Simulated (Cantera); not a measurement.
Charge: 1 mol Si, 0.59 mol NF3, 2.5 mol H2.

These are equilibrium values from Cantera (NASA tables, ideal gas, pure condensed phases), not measurements of a reactor. Candidate condensed phases: Si, Si3N4; 37 gas species. Mutual solubility and eutectic melting of coexisting phases are not modelled. The tables' values for SiF2, SiF3 are old estimates. The numbers say what is thermodynamically allowed, not how fast it happens.

Stable condensed phases, one row left out:

```
T in °C \ P in Pa
              1    6.8     46    320   2200  15000 100000
   1152       A      A      B      B      B      B      B
   1102       A      B      B      B      B      B      B
   1002       B      B      B      B      B      B      B
    952       B      B      B      B      B      B      B
    902       B      B      B      B      B      B      B
    852       B      B      B      B      B      B      B
    802       B      B      B      B      B      B      B
    752       B      B      B      B      B      B      B
    702       B      B      B      B      B      B      B
    652       B      B      B      B      B      B      B
```

A: Si; B: Si + Si3N4.

Q: Give the row for 1052 °C.

A: 1: Si; 6.8: Si + Si3N4; 46: Si + Si3N4; 320: Si + Si3N4; 2200: Si + Si3N4; 15000: Si + Si3N4; 100000: Si + Si3N4.
